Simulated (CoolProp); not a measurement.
A simple Rankine cycle with n-pentane: condensing at 301.15 K, boiler at 2.7 MPa, turbine inlet 605.5 K, turbine efficiency 0.7, pump efficiency 0.7, no recuperator. Each further row changes one setting.

Values from CoolProp's reference Helmholtz-energy equation of state, Thol 2019.

```tsv
case	thermal efficiency (%)	net work (kJ/kg)	heat in (kJ/kg)	turbine exit temperature (K)	volume ratio over the turbine
as stated	14.3	148	1040	539.4	35.3
condensing temperature 293.15 K	15.2	161	1060	534.7	47.3
boiler pressure 1.89 MPa	13.1	138	1050	547.8	24.2
turbine efficiency 0.6	12.2	126	1040	547.6	35.9
```
